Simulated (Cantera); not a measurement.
A perfectly stirred reactor is fed with CH4 : CO : O2 : N2 = 1 : 0.09 : 4.99 : 18.8 (molar parts), at 4.60 bar; it is adiabatic with a 350 K inlet, and is followed from long to short residence time, starting on the burning branch (τ in s: 0.099, 0.052, 0.027, 0.014, 0.0073, 0.0038, 0.002, 0.001, 0.00053, 0.00028, 0.00014, 7.5e-05).

Computed with Cantera and GRI-Mech 3.0 (53 species, 325 reactions).

Task: Predict: blow-out, bracketed by the residence times tried; x(CH4) at τ = 99.0 ms; x(CO) at τ = 99.0 ms; x(O2) at τ = 99.0 ms; x(NO) at τ = 99.0 ms; x(NO2) at τ = 99.0 ms; x(CH4) at τ = 2.00 ms; x(CO) at τ = 2.00 ms; x(O2) at τ = 2.00 ms.

Result: 
```json
{
 "blow_out_bracketed_by_the_residence_times_tried": "burning at 27.0 ms, out at 14.0 ms",
 "x(CH4) at τ = 99.0 ms": "0.000184",
 "x(CO) at τ = 99.0 ms": "0.00161",
 "x(O2) at τ = 99.0 ms": "0.120",
 "x(NO) at τ = 99.0 ms": "8.97e-8",
 "x(NO2) at τ = 99.0 ms": "6.27e-8",
 "x(CH4) at τ = 2.00 ms": "0.0402",
 "x(CO) at τ = 2.00 ms": "0.00362",
 "x(O2) at τ = 2.00 ms": "0.201"
}
```
